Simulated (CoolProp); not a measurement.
A Linde-Hampson liquefier for CF4 (R14): isothermal reversible compression at 320 K from 1 atm to 30 MPa, throttling to 1 atm, return gas leaving the recuperator 10 K below the feed. Each further row changes one setting.

The numbers come from the reference Helmholtz-energy equation of state, Platzer 1990 in CoolProp. This equation is an older, rougher fit; its heat capacities, sound speeds and derivatives of the liquid may be far off and weren't checked against measurements.

```tsv
case	liquid yield per pass	compression work (kJ/kg of gas)
as stated	…	159
warm-end temperature 350 K	…	…
warm-end gap 15 K	…	159
```

Q: Complete the blanks.

A: 
- as stated, liquid yield per pass: 0.226
- warm-end temperature 350 K, liquid yield per pass: 0.172
- warm-end temperature 350 K, compression work (kJ/kg of gas): 179
- warm-end gap 15 K, liquid yield per pass: 0.214
